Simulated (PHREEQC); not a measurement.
Solution (25 °C): 0.0027 mol/kgw PbCl2 and 0.00022 mol/kgw KNO3. Closed to the air; pH follows from the charge balance.

Computed with PHREEQC (ion-association model, phreeqc.dat).

Q: The ionic strength comes out as 0.00764 mol/kgw. What activity coefficients do PbOH+, H+, Cl-, Pb+2, PbCl+ get?

A: PbOH+ 0.91, H+ 0.92, Cl- 0.91, Pb+2 0.69, PbCl+ 0.91.

This is a speciation only: nothing precipitates in the calculation. Species that the database lacks are ignored.
